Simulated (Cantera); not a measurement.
Equilibrium for carbon deposition, reforming and gasification: C3H8 + H2 + O2

Charge: 1 mol C3H8, 31 mol H2, 0.032 mol O2.

Cantera equilibrium calculation (NASA polynomials, part measured and part estimated; ideal gas, pure solids and liquids). Candidate condensed phases: C, C6H6, C7H8, C8H18, H2O; 110 gas species. The ideal-gas law is rough above about 30 bar. The numbers say what is thermodynamically allowed, not how fast it happens.

Stable condensed phases:

```
T in K \ P in Pa
               10      100     1000    10000   100000  1000000 10000000
   2898         A        A        A        A        A        A        A
   2873         A        A        A        B        B        A        A
   2848         A        A        B        B        B        B        A
   2823         A        A        B        B        B        B        B
   2798         A        A        B        B        B        B        B
   2773         A        A        B        B        B        B        B
   2748         A        A        B        B        B        B        B
   2723         A        A        B        B        B        B        B
   2698         A        B        B        B        B        B        B
   2673         A        B        B        B        B        B        B
   2648         A        B        B        B        B        B        B
   2623         A        B        B        B        B        B        B
```

A: gas only; B: C.
